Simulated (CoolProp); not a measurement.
Properties of n-dodecane along the isobar 2230 kPa (Tc = 385.0 °C, pc = 1818 kPa, ω = 0.574).

Values from CoolProp's reference Helmholtz-energy equation of state, Lemmon 2004. It is a short technical equation, of lower accuracy than the large ones.

| T (°C) | phase | cp (kJ/(kg K)) | expansivity (1/kK) | fugacity coefficient |
|---|---|---|---|---|
| 120.15 | liquid | 2.562 | 1.112 | 0.002613 |
| 128.85 | liquid | 2.597 | 1.132 | 0.003691 |
| 137.65 | liquid | 2.632 | 1.155 | 0.005134 |
| 146.35 | liquid | 2.667 | 1.180 | 0.006987 |
| 155.05 | liquid | 2.702 | 1.206 | 0.009351 |
| 163.75 | liquid | 2.737 | 1.235 | 0.01232 |
| 172.55 | liquid | 2.772 | 1.267 | 0.01604 |
| 181.25 | liquid | 2.807 | 1.301 | 0.02054 |
| 189.95 | liquid | 2.842 | 1.338 | 0.02597 |
